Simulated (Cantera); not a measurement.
Input: 1 mol Si, a varied amount of HCl, 9.1 mol H₂, held at 352 °C and 11.0 bar.

These are equilibrium values from Cantera (NASA tables, ideal gas, pure condensed phases), not measurements of a reactor. Candidate condensed phases: Si; 19 gas species. The numbers say what is thermodynamically allowed, not how fast it happens.

Problem. At 3.2 mol HCl, list the 4 most abundant gas species with their mole fractions, and the condensed phases.

Solution. H₂ 0.915, SiHCl₃ 0.0498, SiCl₄ 0.0310, SiH₂Cl₂ 0.00432. Condensed: Si(s).
